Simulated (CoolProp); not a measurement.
Vapour-liquid equilibrium of n-hexane (1) + toluene (2) at 354.9 K; x and y are mole fractions of (1).

The numbers come from the multi-fluid Helmholtz-energy mixture model, Thol 2019 and Lemmon 2006; pair parameters Bell 2016 in CoolProp.

```json
[
 {"x": "0.05", "bubble pressure, mixture model (MPa)": "0.04993", "bubble pressure, Raoult's law (MPa)": "0.04671", "y, mixture model": "0.210", "y, Raoult's law": "0.161"},
 {"x": "0.2", "bubble pressure, mixture model (MPa)": "0.07165", "bubble pressure, Raoult's law (MPa)": "0.06301", "y, mixture model": "0.523", "y, Raoult's law": "0.476"},
 {"x": "0.35", "bubble pressure, mixture model (MPa)": "…", "bubble pressure, Raoult's law (MPa)": "0.07931", "y, mixture model": "…", "y, Raoult's law": "0.662"},
 {"x": "0.5", "bubble pressure, mixture model (MPa)": "…", "bubble pressure, Raoult's law (MPa)": "0.09562", "y, mixture model": "0.772", "y, Raoult's law": "0.784"},
 {"x": "0.65", "bubble pressure, mixture model (MPa)": "0.1181", "bubble pressure, Raoult's law (MPa)": "0.1119", "y, mixture model": "…", "y, Raoult's law": "0.871"},
 {"x": "0.8", "bubble pressure, mixture model (MPa)": "…", "bubble pressure, Raoult's law (MPa)": "0.1282", "y, mixture model": "0.915", "y, Raoult's law": "0.936"},
 {"x": "0.95", "bubble pressure, mixture model (MPa)": "0.1453", "bubble pressure, Raoult's law (MPa)": "0.1445", "y, mixture model": "…", "y, Raoult's law": "0.986"}
]
```

### Question
Some entries are withheld; supply them.

### Answer

- 0.35, bubble pressure, mixture model (MPa): 0.08911
- 0.35, y, mixture model: 0.674
- 0.5, bubble pressure, mixture model (MPa): 0.1042
- 0.65, y, mixture model: 0.848
- 0.8, bubble pressure, mixture model (MPa): 0.1316
- 0.95, y, mixture model: 0.979

The largest gap from Raoult's law is +13.7 % in bubble pressure, at x = 0.2. No azeotrope shows between x = 0.05 and 0.95.

Pair parameters are fitted to limited data, so mixtures are less certain than the pure fluids.
